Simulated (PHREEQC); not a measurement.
A column of 0.2 m (40 cells, dispersivity 0.016 m, 720 s a shift, diffusion coefficient 3e-10 m²/s) holds 0.027 eq of the database's cation exchanger X per kg of pore water, first in equilibrium with 0.00065 mol/kgw ZnCl2 and 1e-05 mol/kgw HCl. It is flushed with 0.00072 mol/kgw CdCl2, 0.015 mol/kgw KBr and 1e-05 mol/kgw HCl, at 40 °C. Values are for the last cell. No CO2 enters from the air. No solid was allowed to form.

Model: ion-association model, phreeqc.dat, run in PHREEQC.

```csv
pore volumes,Br in solution (mol/kgw),K in solution (mol/kgw),Cd in solution (mol/kgw),Zn in solution (mol/kgw),KX on the exchanger (mol/kgw),ZnX2 on the exchanger (mol/kgw)
0,0,0,0,0.000650,0,0.0135
0.4125,0.000215,1.46e-8,0,0.000758,2.63e-8,0.0135
0.8125,0.00544,0.000392,1.07e-7,0.00320,0.000343,0.0133
1.212,0.0113,0.00330,2.94e-5,0.00469,0.00229,?
1.613,0.0139,0.00676,0.000114,0.00416,0.00471,0.0110
1.812,0.0144,0.00812,0.000154,0.00371,0.00582,0.0104
2.212,0.0148,?,0.000216,0.00289,0.00775,0.00932
2.612,0.0150,0.0113,0.000261,0.00228,0.00932,0.00842
3.013,0.0150,0.0121,0.000297,0.00184,0.0106,0.00766
3.413,0.0150,0.0127,0.000327,0.00153,0.0117,0.00701
3.812,0.0150,0.0131,0.000356,0.00129,0.0126,0.00645
4.213,0.0150,0.0135,0.000382,0.00111,0.0134,0.00595
4.412,0.0150,0.0136,0.000394,?,0.0137,0.00571
4.812,0.0150,0.0138,0.000418,0.000900,0.0143,0.00529
5.213,0.0150,0.0140,0.000441,0.000793,0.0149,0.00490
5.612,0.0150,0.0141,0.000462,0.000703,0.0154,0.00454
6.013,0.0150,0.0142,0.000481,0.000627,0.0158,0.00422
```

Question: Some entries are withheld; supply them.

Answer: 
- 1.212, ZnX2 on the exchanger (mol/kgw): 0.0123
- 2.212, K in solution (mol/kgw): 0.0101
- 4.412, Zn in solution (mol/kgw): 0.00103

At this temperature some constants are extrapolated from 25 °C, and those without enthalpy data are left unchanged.
